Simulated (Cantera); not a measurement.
Charge: 1 mol HMDSO, 0.68 mol O₃, held at 10.0 mbar.

Cantera equilibrium calculation (NASA polynomials, part measured and part estimated; ideal gas, pure solids and liquids). Candidate condensed phases: C, C₆H₆, C₇H₈, C₈H₁₈, H₂O, Si, SiC, SiO₂; 123 gas species. The feed counts by its element totals alone. Mutual solubility and eutectic melting of coexisting phases are not modelled. The tables hold silica as quartz up to 1696 K and as liquid above; real silica turns to tridymite and cristobalite and melts near 1996 K. The numbers say what is thermodynamically allowed, not how fast it happens.

**Question.** Which condensed phases are stable at each of these points (T (K)): 1073, 1173, 1273, 1373, 1473, 1573, 1673, 1773, 1873?

**Answer.** 
```tsv
T (K)	condensed phases	Si condensed (%)
1073	C(graphite) + SiC(s) + SiO₂(β-quartz)	100.0
1173	C(graphite) + SiC(s) + SiO₂(β-quartz)	100.0
1273	C(graphite) + SiC(s) + SiO₂(β-quartz)	100.0
1373	C(graphite) + SiC(s) + SiO₂(β-quartz)	99.8
1473	C(graphite) + SiC(s)	99.7
1573	C(graphite) + SiC(s)	99.6
1673	C(graphite) + SiC(s)	99.4
1773	C(graphite) + SiC(s)	99.2
1873	C(graphite) + SiC(s)	99.0
```

From 1073 K to 1373 K the condensed part is C(graphite) + SiC(s) + SiO₂(β-quartz). From 1473 K to 1873 K the condensed part is C(graphite) + SiC(s).
